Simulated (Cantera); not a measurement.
Gas mixture: 45.3 % CH4, 54.7 % C2H2, at 1.01 bar, frozen composition.

Cantera's kinetic-theory transport with the Lennard-Jones parameters of GRI-Mech 3.0, ideal gas; thermal conductivity in the mixture-averaged form. The composition is frozen, though it would react at the higher temperatures.

D: mixture-averaged diffusion coefficient of that species in the mixture.

| T (K) | ρ (kg/m³) | cp (J/kg/K) | μ (µPa s) | λ (mW/m/K) | Pr | D (cm²/s) CH4 | D (cm²/s) CO2 | D (cm²/s) O |
|---|---|---|---|---|---|---|---|---|
| 400 | 0.655 | 2132 | 14.0 | 41.9 | 0.712 | 0.300 | 0.242 | 0.477 |
| 600 | 0.437 | 2588 | 19.2 | 69.8 | 0.713 | 0.616 | 0.506 | 0.961 |
| 800 | 0.328 | 2961 | 23.7 | 98.4 | 0.712 | 1.01 | 0.838 | 1.57 |
| 1000 | 0.262 | 3277 | 27.7 | 127 | 0.715 | 1.48 | 1.23 | 2.28 |
| 1200 | 0.218 | 3536 | 31.3 | 154 | 0.716 | 2.02 | 1.68 | 3.09 |
| 1400 | 0.187 | 3747 | [?] | [?] | 0.717 | [?] | [?] | [?] |
| 1600 | 0.164 | 3919 | [?] | [?] | 0.717 | [?] | [?] | [?] |

Question: Fill in the missing entries.

Answer: 
- 1400, μ (µPa s): 34.7
- 1400, λ (mW/m/K): 181
- 1400, D (cm²/s) CH4: 2.61
- 1400, D (cm²/s) CO2: 2.18
- 1400, D (cm²/s) O: 3.99
- 1600, μ (µPa s): 37.9
- 1600, λ (mW/m/K): 207
- 1600, D (cm²/s) CH4: 3.27
- 1600, D (cm²/s) CO2: 2.73
- 1600, D (cm²/s) O: 4.98
